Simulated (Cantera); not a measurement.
An isothermal, constant-pressure homogeneous reactor starts with CH4 : H2O = 1 : 2.3 (molar parts), at 1550 K and 0.257 atm.

Computed with Cantera and GRI-Mech 3.0 (53 species, 325 reactions).

One state of this run: x CH4 = 0.252; x H2O = 0.673; x HO2 = <1e-12; x CO = 0.000483; x CH2CO = 1.90e-5. x: mole fraction; the columns are a selection and need not sum to one.

Question: Which value of t (s) does it belong to?
A. 0.00155
B. 0.0377
C. 0.0837
D. 4.51

Answer: B, 0.0377
